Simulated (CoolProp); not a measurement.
Model: reference Helmholtz-energy equation of state, Lemmon 2006, in CoolProp. It is a short technical equation, of lower accuracy than the large ones.

For C2F6 (R116), give the phase and the cp (kJ/(kg K)), viscosity (µPa s), Prandtl number at 365 K and 0.305 MPa; 365 K and 0.457 MPa; 365 K and 1.22 MPa.


- 365 K and 0.305 MPa: gas; cp 0.875, viscosity 17.2, Prandtl number 0.750
- 365 K and 0.457 MPa: gas; cp 0.879, viscosity 17.3, Prandtl number 0.755
- 365 K and 1.22 MPa: gas; cp 0.901, viscosity 17.8, Prandtl number 0.786

Viscosity comes from a separate model (Huber 2003), an estimate that may be off by 10 % or more. Thermal conductivity comes from a separate model (Huber 2003), an estimate that may be off by 10 % or more.
